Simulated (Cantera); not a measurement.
**Equilibrium for roasting and sulfation: MgO + H2S + O2**

Charge: 1 mol MgO, 0.059 mol H2S, 7.8 mol O2, equilibrated at 18.0 Torr.

These are equilibrium values from Cantera (NASA tables, ideal gas, pure condensed phases), not measurements of a reactor. Candidate condensed phases: H2O, H2SO4, Mg, MgO, Mg(OH)2, MgS, MgSO4, S; 26 gas species. Rates play no part.

```tsv
T (K)	x O2	x H2O	x SO2	x SO3	x OH	x O	x HO2	n MgO(s)	n MgSO4(s)
700	0.992	0.00762	2.46e-12	1.08e-10	2.78e-11	<1e-12	<1e-12	0.941	0.0590
800	0.992	0.00762	8.83e-9	4.70e-8	9.02e-10	<1e-12	5.98e-12	0.941	0.0590
900	0.992	0.00762	4.97e-6	5.12e-6	1.36e-8	3.46e-11	5.50e-11	0.941	0.0589
1000	0.991	0.00761	0.000762	0.000212	1.19e-7	1.01e-9	3.25e-10	0.949	0.0514
1100	0.985	0.00754	0.00688	0.000658	6.98e-7	1.60e-8	1.38e-9	1.00	0
1200	0.985	0.00754	0.00725	0.000287	3.07e-6	1.61e-7	4.63e-9	1.00	0
1300	0.985	0.00753	0.00740	0.000139	1.08e-5	1.13e-6	1.29e-8	1.00	0
```
x: gas mole fraction; n: condensed amount in mol.

From 700 K to 1000 K the condensed part is MgO(s) + MgSO4(s). From 1100 K to 1300 K the condensed part is MgO(s).
